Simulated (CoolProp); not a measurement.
Vapour-liquid equilibrium of R22 (1) + R11 (2) at 201 kPa; x and y are mole fractions of (1).

Model: multi-fluid Helmholtz-energy mixture model, Kamei 1995 and Jacobsen 1992; pair parameters Bell 2016, in CoolProp.

### Question
Give the bubble temperature and the first vapour's composition at x = 0.2, 0.65, 0.875. Is there an azeotrope?

### Answer
x = 0.2: 5.6 °C, y = 0.780; x = 0.65: -16.5 °C, y = 0.953; x = 0.875: -22.1 °C, y = 0.984. No azeotrope shows between x = 0.05 and 0.95.

The pair parameters rest on a limited set of measurements; away from them the model extrapolates.
